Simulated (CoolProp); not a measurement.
Vapour pressure (MPa) of R142b: the reference equation beside estimates from Tc = 137.1 °C, pc = 4.055 MPa, ω = 0.232.

Computed with CoolProp (reference Helmholtz-energy equation of state, Lemmon 2006). It is a short technical equation, of lower accuracy than the large ones.

| T (°C) | reference | Redlich-Kwong | Peng-Robinson |
|---|---|---|---|
| 48.85 | 0.6625 | 0.8692 | 0.6603 |
| 53.25 | 0.7415 | 0.9587 | ___ |
| 57.55 | 0.8252 | 1.052 | 0.8235 |
| 61.95 | 0.9179 | 1.154 | ___ |
| 66.25 | 1.016 | 1.260 | 1.015 |
| 70.65 | 1.124 | 1.375 | 1.124 |
| 74.95 | 1.237 | 1.494 | 1.238 |
| 79.35 | 1.362 | ___ | ___ |
| 83.65 | 1.492 | 1.756 | 1.496 |
| 88.05 | 1.635 | 1.899 | 1.641 |
| 92.45 | 1.788 | 2.050 | 1.796 |
| 96.75 | 1.947 | ___ | 1.958 |
| 101.15 | 2.121 | 2.372 | 2.134 |

Problem. Fill in the missing entries.

Solution. 
- 53.25, Peng-Robinson: 0.7394
- 61.95, Peng-Robinson: 0.9167
- 79.35, Redlich-Kwong: 1.623
- 79.35, Peng-Robinson: 1.364
- 96.75, Redlich-Kwong: 2.206

Absolute difference from the reference over all 13 rows, mean and median: Redlich-Kwong 21.0 and 20.8 %, Peng-Robinson 0.3 and 0.3 %.
